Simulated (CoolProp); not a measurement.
Ethanol at several states: density (kg/m³) from the reference equation and from simpler models built on Tc = 514.7 K, pc = 6.268 MPa, ω = 0.644; each cubic takes its own stable root.

Values from CoolProp's reference Helmholtz-energy equation of state, Schroeder 2014.

| T (K) | p (MPa) | phase | reference |
|---|---|---|---|
| 390.4 | 17.4 | liquid | 719.8 |
| 434.4 | 2.34 | liquid | 634.7 |
| 469.6 | 0.0608 | gas | 0.7206 |
| 483.4 | 26.2 | liquid | 623.0 |

Task: How far does each simpler model (van der Waals, Redlich-Kwong, Peng-Robinson) lie from the reference over these 4 states: mean and median of the absolute difference, and the worst?

Result: 
- van der Waals: mean 44.5 %, median 41.8 %, worst -94.1 % at 434.4 K and 2.34 MPa
- Redlich-Kwong: mean 17.8 %, median 21.7 %, worst -28.1 % at 434.4 K and 2.34 MPa
- Peng-Robinson: mean 5.8 %, median 7.0 %, worst -9.2 % at 483.4 K and 26.2 MPa

At some of these states van der Waals gives the other phase, because its saturation line lies elsewhere.
